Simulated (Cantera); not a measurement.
Cantera run:

```python
import numpy as np
import cantera as ct

gas_names = """
    Fe FeO Fe(OH)2 H HO2 H2 H2O H2O2 H2S H2SO4 O OH O2 O3 S SH SO SO2 SO3 S2 S2O S8
""".split()
cond_names = """
    Fe(a) Fe(c) Fe(d) Fe(L) FeO(s) FeO(L) Fe(OH)2(s) Fe(OH)3(s) FeS(a) FeS(b) FeS(c) FeS(L) FeSO4(s)
    FeS2(s) Fe2O3(s) Fe2S3O12(s) Fe3O4(s) H2O(s) H2O(L) H2SO4(L) S(cr1) S(cr2) S(L)
""".split()


def load(file, names, dense=False):
    # The tables refer to 1 bar. Condensed volumes are neglected.
    table = {s.name: s for s in ct.Species.list_from_file(file)}
    out = []
    for n in names:
        d = dict(table[n].input_data)
        d["thermo"] = dict(d["thermo"], **{"reference-pressure": 1e5})
        if dense:
            d["equation-of-state"] = {"model": "constant-volume", "density": "1e6 g/cm^3"}
        out.append(ct.Species.from_dict(d))
    return out


gas = ct.Solution(thermo="ideal-gas", species=load("nasa_gas.yaml", gas_names))
cond = {s.name: ct.Solution(thermo="fixed-stoichiometry", species=[s], name=s.name)
        for s in load("nasa_condensed.yaml", cond_names, dense=True)}
atoms = {
    'FeS': {'Fe': 1, 'S': 1},
    'H2': {'H': 2},
    'H2O': {'H': 2, 'O': 1},
}
top_T = {'FeSO4(s)': 950, 'FeS2(s)': 1010, 'Fe2O3(s)': 1830, 'Fe2S3O12(s)': 1100, 'Fe3O4(s)': 1870}  # K; cautious upper limits of use, not melting points


def equilibrate(T, P, feed):
    n = {}
    for name, mol in feed.items():
        for a, k in atoms[name].items():
            n[a] = n.get(a, 0.0) + k * mol
    gas.TPX = T, P, n
    mass = sum(n.values()) * gas.mean_molecular_weight
    gas.equilibrate("TP")
    valid = [c for c in cond.values() if c.min_temp <= T <= top_T.get(c.name, c.max_temp)]
    mix = ct.Mixture([(gas, mass / gas.mean_molecular_weight)] + [(c, 0.0) for c in valid])
    mix.T, mix.P = T, P
    mix.equilibrate("TP", solver="vcs", rtol=1e-11, max_steps=5000)
    return mix


results = []
feed = {'FeS': 1, 'H2': 24, 'H2O': 0.33}  # mol
P = 160  # Pa
for T in [1073, 1223, 1373, 1523, 1673, 1823, 1973, 2123, 2273]:
    mix = equilibrate(T, P, feed)
    results.append((T, P, feed, dict(zip(mix.species_names, mix.species_moles))))

top = {s: max(r[3][s] / sum(r[3][g] for g in gas_names) for r in results) for s in gas_names}
cols = sorted((s for s in top if top[s] > 0.0001), key=lambda s: -top[s])[:7]
seen = [c for c in cond_names if any(r[3].get(c, 0) > 1e-12 for r in results)]
print("log10 of partial pressures in bar; condensed amounts in mol")
print(f"{'T/K':>10s}" + "".join(f"{s[:9]:>10s}" for s in cols + seen))
for T, P, feed, n in results:
    ng = sum(n[g] for g in gas_names)
    print(f"{T:10.4g}" + "".join(f"{np.log10(max(n[s] / ng * P / 1e5, 1e-99)):10.3f}" for s in cols)
          + "".join(f"{n.get(c, 0):10.4g}" for c in seen))
```

Result:

```
log10 of partial pressures in bar; condensed amounts in mol
       T/K        H2         H        Fe         S        S2       H2S       H2O     Fe(a)     Fe(c)     Fe(d)     Fe(L)    FeS(c)
      1073    -2.803    -9.255   -12.382   -11.928    -9.071    -5.525    -4.664   0.04547         0         0         0    0.9545
      1223    -2.804    -7.924    -9.976    -9.693    -7.186    -5.122    -4.664         0    0.1173         0         0    0.8827
      1373    -2.807    -6.881    -8.108    -7.949    -5.719    -4.814    -4.664         0    0.2995         0         0    0.7004
      1523    -2.815    -6.043    -6.615    -6.629    -4.706    -4.655    -4.670         0    0.9963         0         0         0
      1673    -2.816    -5.351    -5.397    -5.932    -4.647    -4.905    -4.675         0         0    0.9377         0         0
      1823    -2.829    -4.778    -4.390    -5.384    -4.669    -5.163    -4.695         0         0         0    0.3487         0
      1973    -2.846    -4.293    -4.216    -4.957    -4.763    -5.424    -4.720         0         0         0         0         0
      2123    -2.872    -3.881    -4.230    -4.649    -4.962    -5.719    -4.755         0         0         0         0         0
      2273    -2.925    -3.538    -4.255    -4.471    -5.315    -6.096    -4.811         0         0         0         0         0
```

Equilibrium computed with Cantera from the NASA thermochemical tables; the gas is ideal and each condensed phase is pure. Metal and sulfide melt together well below either melting point, which pure phases cannot show. Mutual solubility and eutectic melting of coexisting phases are not modelled. FeS: taken at fixed stoichiometry. Gases not in the tables: S3 to S7.
